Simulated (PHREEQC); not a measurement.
Dissolve 0.02 mol/kgw HNO3, 0.1 mol/kgw KNO3 and 0.016 mol/kgw CuSO4 at 25 °C. Closed to the air; pH follows from the charge balance.

Computed with PHREEQC (ion-association model, wateq4f.dat).

| quantity | before | after |
|---|---|---|
| pH | 1.89 | 2.24 |
| Cu+2 (mol/kgw) | 0.0137 | 0.0928 |
| SO4-2 (mol/kgw) | 0.00788 | 0.0711 |
| HSO4- (mol/kgw) | 0.00415 | 0.0126 |
| CuSO4 (mol/kgw) | 0.00232 | 0.0672 |
| SI of Chalcanthite (CuSO4:5H2O) | -2.30 | -0.82 |
| SI of Tenorite (CuO) | -6.16 | -4.76 |

Which change was made?
A. diluted 100-fold with water
B. HNO3 left out
C. CuSO4 from 0.016 to 0.16 mol/kgw
D. diluted 10-fold with water
E. CuSO4 from 0.016 to 0.0176 mol/kgw

C, CuSO4 from 0.016 to 0.16 mol/kgw

This is a speciation only: nothing precipitates in the calculation.
